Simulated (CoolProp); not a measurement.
Vapour pressure (MPa) of 1,2-dichloroethane: the reference equation beside estimates from Tc = 561.6 K, pc = 5.226 MPa, ω = 0.269. Clausius-Clapeyron is anchored at 332.7 K with a constant enthalpy of vaporisation of 33.37 kJ/mol.

Model: reference Helmholtz-energy equation of state, Thol 2015, in CoolProp.

| T (K) | reference | Clausius-Clapeyron | van der Waals | Redlich-Kwong | Peng-Robinson |
|---|---|---|---|---|---|
| 310.4 | 0.01837 | 0.01886 | 0.2780 | 0.04278 | 0.01837 |
| 332.7 | 0.04486 | 0.04486 | 0.4218 | 0.09355 | 0.04467 |
| 355 | 0.09619 | 0.09570 | 0.6096 | 0.1814 | 0.09562 |
| 377.2 | 0.1854 | 0.1862 | 0.8457 | 0.3193 | 0.1844 |
| 399.5 | 0.3295 | 0.3371 | 1.137 | 0.5229 | 0.3285 |
| 421.8 | 0.5471 | 0.5734 | 1.487 | 0.8061 | 0.5475 |
| 444.1 | 0.8591 | 0.9246 | 1.899 | 1.183 | 0.8634 |
| 466.4 | 1.288 | 1.424 | 2.377 | 1.667 | 1.301 |
| 488.6 | 1.858 | 2.106 | 2.921 | 2.269 | 1.884 |

Absolute difference from the reference over all 9 rows, mean and median: Clausius-Clapeyron 4.7 and 2.7 %, van der Waals 424.8 and 245.1 %, Redlich-Kwong 66.4 and 58.7 %, Peng-Robinson 0.5 and 0.5 %.
